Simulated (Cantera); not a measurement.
# Transport properties of process gases

Gas mixture: 42.0 % CH3OH, 58.0 % C2H4, at 0.00450 bar, frozen composition.

Cantera's kinetic-theory transport with the Lennard-Jones parameters of GRI-Mech 3.0, ideal gas; thermal conductivity in the mixture-averaged form. Polar gases are described roughly by these parameters.

```csv
T (K),ρ (kg/m³),cp (J/kg/K),μ (µPa s),λ (mW/m/K),Pr,D (cm²/s) CH3,D (cm²/s) H2O,D (cm²/s) C2H2
400,0.00402,1753,13.2,31.2,0.743,64.9,63.4,47.4
500,0.00322,2056,16.4,45.3,0.744,98.0,98.8,72.2
600,0.00268,2335,19.4,60.5,0.748,136,141,101
700,0.00230,2572,22.2,76.1,0.749,179,190,134
800,0.00201,2764,24.8,91.9,0.747,226,244,169
900,0.00179,2930,27.3,108,0.744,278,303,209
```
D: mixture-averaged diffusion coefficient of that species in the mixture.
